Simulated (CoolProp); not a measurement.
A single-stage vapour-compression cycle with the fluid: evaporating at 272.15 K (dew point), condensing at 335.15 K (bubble point), superheat 5 K, subcooling 8 K, compressor efficiency 0.9, no pressure losses. The same conditions are run with several fluids, on thermodynamics alone (safety and materials aside).

Model: reference Helmholtz-energy equation of state of each fluid (vinyl chloride: Thol 2022; R407C: Lemmon 2003; R227EA: Lemmon 2016; the fluoroketone C6F12O (FK-5-1-12): McLinden 2015; R1233zd(E): Akasaka 2022; R113: Marx 1992), in CoolProp. Blends and air are pseudo-pure fits.

| fluid | cooling COP | pressure ratio | discharge temperature (K) | refrigerating effect (kJ/kg) | volumetric capacity (kJ/m³) |
|---|---|---|---|---|---|
| vinyl chloride | 3.24 | 6.25 | (withheld) | 264 | 1250 |
| R407C | 2.48 | 6.50 | 365.9 | (withheld) | 2410 |
| R227EA | (withheld) | 6.56 | 335.1 | 63.4 | (withheld) |
| the fluoroketone C6F12O (FK-5-1-12) | 2.38 | 13.2 | 335.1 | 45.3 | 74.3 |
| R1233zd(E) | (withheld) | 8.91 | 341.3 | 141 | 380 |
| R113 | 3.20 | 11.1 | 335.1 | 112 | 131 |

Question: What belongs in the gaps?

Answer: 
- vinyl chloride, discharge temperature (K): 378.2
- R407C, refrigerating effect (kJ/kg): 130
- R227EA, cooling COP: 2.51
- R227EA, volumetric capacity (kJ/m³): 947
- R1233zd(E), cooling COP: 3.16

The compression ends wet for: R227EA; the fluoroketone C6F12O (FK-5-1-12); R113.
